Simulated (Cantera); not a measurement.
Predominance diagram of Ta at 402 °C against the partial pressures of O2 and CO (log10, bar). Cantera with NASA thermochemical tables; ideal gases at 1 bar, condensed phases pure. Candidates: Ta(s), TaC(s), Ta2O5(s). Only these pure phases compete in this equilibrium. TaC: taken at fixed stoichiometry. Not in the tables: Ta2C.

### Question
Which phase is stable at these pairs, and which metal-bearing vapour leads over it? (-44.1, -25.4); (-19.6, -20.8); (-19.6, -27.7); (-36.8, -23.1); (-27, -18.5); (-41.6, -18.5); (-17.2, -30)

### Answer
| log p(O2) | log p(CO) | phase | chief vapour | log p (bar) |
|---|---|---|---|---|
| -44.1 | -25.4 | Ta2O5(s) | TaO2 | -39.3 |
| -19.6 | -20.8 | Ta2O5(s) | TaO2 | -45.4 |
| -19.6 | -27.7 | Ta2O5(s) | TaO2 | -45.4 |
| -36.8 | -23.1 | Ta2O5(s) | TaO2 | -41.1 |
| -27 | -18.5 | Ta2O5(s) | TaO2 | -43.5 |
| -41.6 | -18.5 | Ta2O5(s) | TaO2 | -39.9 |
| -17.2 | -30 | Ta2O5(s) | TaO2 | -46.0 |
